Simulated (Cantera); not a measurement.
An isothermal, constant-pressure homogeneous reactor starts with H₂ : O₂ : N₂ = 1.8 : 4.4 : 18 (molar parts), at 1200 K and 105 Torr.

Computed with Cantera and GRI-Mech 3.0 (53 species, 325 reactions). The temperature is held fixed by assumption; the heat of reaction is taken as removed at once.

x: mole fraction; the columns are a selection and need not sum to one.

| t (s) | x H₂ | x O₂ | x H₂O₂ | x H₂O | x OH | x NO₂ |
|---|---|---|---|---|---|---|
| 1.00e-6 | 0.0744 | 0.182 | <1e-12 | <1e-12 | 2.78e-12 | <1e-12 |
| 4.29e-6 | 0.0744 | 0.182 | <1e-12 | 1.51e-11 | 4.15e-11 | <1e-12 |
| 1.84e-5 | 0.0744 | 0.182 | 1.40e-12 | 7.79e-10 | 4.69e-10 | <1e-12 |
| 7.88e-5 | 0.0744 | 0.182 | 2.68e-11 | 6.00e-8 | 1.23e-8 | <1e-12 |
| 0.000338 | 0.0695 | 0.179 | ? | 0.00345 | 0.000584 | <1e-12 |
| 0.00145 | 0.00185 | 0.148 | ? | 0.0715 | 0.00196 | 4.92e-10 |
| 0.00621 | 9.65e-5 | 0.150 | ? | 0.0769 | 0.000404 | 6.69e-9 |
| 0.0266 | 4.96e-6 | 0.150 | ? | 0.0772 | 9.74e-5 | 2.10e-8 |
| 0.114 | 5.23e-7 | 0.150 | ? | 0.0772 | 3.38e-5 | 1.84e-8 |
| 0.490 | 8.67e-8 | 0.150 | ? | 0.0772 | 1.42e-5 | 1.11e-8 |
| 2.10 | 1.87e-8 | 0.150 | 7.05e-10 | 0.0772 | 6.65e-6 | 1.05e-8 |
| 9.00 | 7.38e-9 | 0.150 | 2.90e-10 | 0.0773 | 4.14e-6 | 1.76e-8 |

### Question
Fill in the missing entries.

### Answer

- 0.000338, x H₂O₂: 8.51e-8
- 0.00145, x H₂O₂: 8.53e-7
- 0.00621, x H₂O₂: 3.83e-7
- 0.0266, x H₂O₂: 7.10e-8
- 0.114, x H₂O₂: 1.36e-8
- 0.490, x H₂O₂: 2.92e-9
